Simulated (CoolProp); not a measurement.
Values from CoolProp's reference Helmholtz-energy equation of state, Thol 2018.

Q: Give the vapour pressure (MPa), liquid density (kg/m³), vapour density (kg/m³), enthalpy of vaporisation (kJ/kg) of saturated hydrogen chloride at 219.4 K.

A: 
| T (K) | p (MPa) | liquid density (kg/m³) | vapour density (kg/m³) | enthalpy of vaporisation (kJ/kg) |
|---|---|---|---|---|
| 219.4 | 0.454 | 1100 | 9.86 | 406 |
